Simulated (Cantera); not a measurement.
Input: 1 mol CF₄, 0.012 mol HCl, 0.088 mol H₂, 0.36 mol F₂, at 2650 °C and 3.60 Pa.

These are equilibrium values from Cantera (NASA tables, ideal gas, pure condensed phases), not measurements of a reactor. Candidate condensed phases: C, C₆H₆, C₇H₈, C₈H₁₈; 118 gas species. The numbers say what is thermodynamically allowed, not how fast it happens.

Base state: F 0.823, C 0.104, H 0.0247, C₃ 0.0145, CF 0.0127, C₂ 0.00922, HF 0.00891, Cl 0.00215 (mole fractions); condensed: gas only.

What changes in the equilibrium state with this change: CF₄ replaced by CH₂F₂?


```tsv
species	before	after
F	0.823	0.440
H	0.0247	0.346
C	0.104	0.110
HF	0.00891	0.0666
CF	0.0127	0.00716
C₃	0.0145	0.0170
C₂	0.00922	0.0103
H₂	1.44e-6	0.000281
C₂H	4.64e-6	7.22e-5
CF₂	3.42e-5	1.03e-5
```
